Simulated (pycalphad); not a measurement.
All values are pycalphad results on the COST 507 light-alloy database (1999) (1 atm), not direct measurements. The data set is of 1999 and partly superseded.

### Question
Which phases does Al-44 at.% Fe hold at 260 °C, with what compositions and amounts?

### Answer
AL2FE with 33.3 at.% Fe and ordered bcc (B2) with 50.3 at.% Fe. The lever rule gives (44 − 33.3)/(50.3 − 33.3) = 0.63 of ordered bcc (B2) and 0.37 of AL2FE.

### Question
Which phases does Al-21 at.% Fe hold at 927 °C, with what compositions and amounts?

### Answer
liquid with 6.2 at.% Fe and AL13FE4 with 24.1 at.% Fe. The lever rule gives (21 − 6.2)/(24.1 − 6.2) = 0.83 of AL13FE4 and 0.17 of liquid.

### Question
Which phases does Al-21 at.% Fe hold at 1060 °C, with what compositions and amounts?

### Answer
liquid with 12.1 at.% Fe and AL13FE4 with 24.3 at.% Fe. The lever rule gives (21 − 12.1)/(24.3 − 12.1) = 0.73 of AL13FE4 and 0.27 of liquid.

### Question
Which phases does Al-8 at.% Fe hold at 794 °C, with what compositions and amounts?

### Answer
liquid with 2.8 at.% Fe and AL13FE4 with 23.9 at.% Fe. The lever rule gives (8 − 2.8)/(23.9 − 2.8) = 0.25 of AL13FE4 and 0.75 of liquid.

Database names, with the compositions (at.%) that they take in these runs: AL13FE4: Al 75 Fe 24; AL2FE: Al 67 Fe 33.
